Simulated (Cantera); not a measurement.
Input (Python, Cantera) and output of one run.

```python
import numpy as np
import cantera as ct

gas_names = """
    C CO CO2 C2 C2O C3 C3O2 C4 C5 O O2 O3 Si SiC SiC2 SiO SiO2 Si2 Si2C Si3
""".split()
cond_names = """
    C(gr) Si(cr) Si(L) SiC(b) SiO2(Lqz) SiO2(hqz) SiO2(L)
""".split()


def load(file, names, dense=False):
    # The tables refer to 1 bar. Condensed volumes are neglected.
    table = {s.name: s for s in ct.Species.list_from_file(file)}
    out = []
    for n in names:
        d = dict(table[n].input_data)
        d["thermo"] = dict(d["thermo"], **{"reference-pressure": 1e5})
        if dense:
            d["equation-of-state"] = {"model": "constant-volume", "density": "1e6 g/cm^3"}
        out.append(ct.Species.from_dict(d))
    return out


gas = ct.Solution(thermo="ideal-gas", species=load("nasa_gas.yaml", gas_names))
cond = {s.name: ct.Solution(thermo="fixed-stoichiometry", species=[s], name=s.name)
        for s in load("nasa_condensed.yaml", cond_names, dense=True)}
atoms = {
    'SiO2': {'Si': 1, 'O': 2},
    'C': {'C': 1},
    'CO': {'C': 1, 'O': 1},
}
top_T = {'C(gr)': 4500, 'SiC(b)': 3050}  # K; cautious upper limits of use, not melting points


def equilibrate(T, P, feed):
    n = {}
    for name, mol in feed.items():
        for a, k in atoms[name].items():
            n[a] = n.get(a, 0.0) + k * mol
    gas.TPX = T, P, n
    mass = sum(n.values()) * gas.mean_molecular_weight
    gas.equilibrate("TP")
    valid = [c for c in cond.values() if c.min_temp <= T <= top_T.get(c.name, c.max_temp)]
    mix = ct.Mixture([(gas, mass / gas.mean_molecular_weight)] + [(c, 0.0) for c in valid])
    mix.T, mix.P = T, P
    mix.equilibrate("TP", solver="vcs", rtol=1e-11, max_steps=5000)
    return mix


results = []
feed = {'SiO2': 1, 'C': 5.7, 'CO': 0.062}  # mol
T = 2598  # K
P = 3500  # Pa
mix = equilibrate(T, P, feed)
results.append((T, P, feed, dict(zip(mix.species_names, mix.species_moles))))
print(gas.report(threshold=0.0001))
for i in range(1, mix.n_phases):
    print(f"{mix.phase(i).name:16s} {mix.phase_moles(i):12.5e} mol")
```

Output:

```
       temperature   2598 K
          pressure   3500 Pa
           density   0.0048091 kg/m^3
  mean mol. weight   29.68 kg/kmol
   phase of matter   gas

                          1 kg             1 kmol
                     ---------------   ---------------
          enthalpy        1.5188e+06        4.5079e+07  J
   internal energy        7.9104e+05        2.3478e+07  J
           entropy             10145         3.011e+05  J/K
    Gibbs function       -2.4838e+07       -7.3718e+08  J
 heat capacity c_p            1246.2             36987  J/K
 heat capacity c_v            966.06             28673  J/K

                      mass frac. Y      mole frac. X     chem. pot. / RT
                     ---------------   ---------------   ---------------
                CO            0.8034           0.85131           -37.256
                Si          0.077665          0.082076           -8.5113
              SiC2          0.048988          0.027904           -15.217
               SiO          0.033901          0.022824           -42.414
               Si2         0.0014243        0.00075258           -17.023
              Si2C          0.034345          0.014951           -20.375
     [  +14 minor]        0.00027609        0.00018363

C(gr)             2.97404e+00 mol
Si(L)             0.00000e+00 mol
SiC(b)            6.12232e-01 mol
SiO2(L)           0.00000e+00 mol
```

Equilibrium computed with Cantera from the NASA thermochemical tables; the gas is ideal and each condensed phase is pure.
